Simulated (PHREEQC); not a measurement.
Solution (20 °C): 0.0045 mol PbCl2, 0.00013 mol KBr and 0.0015 mol Cu(NO3)2 per kg of water. Closed to the air; pH follows from the charge balance.

The numbers come from PHREEQC with the ion-association model, wateq4f.dat.

This is a speciation only: nothing precipitates in the calculation.

### Question
Predict the pH.

### Answer
pH 5.07.

### Question
In which forms is Cl present?

### Answer
Cl- 92 %, PbCl+ 7.2 % of the Cl.
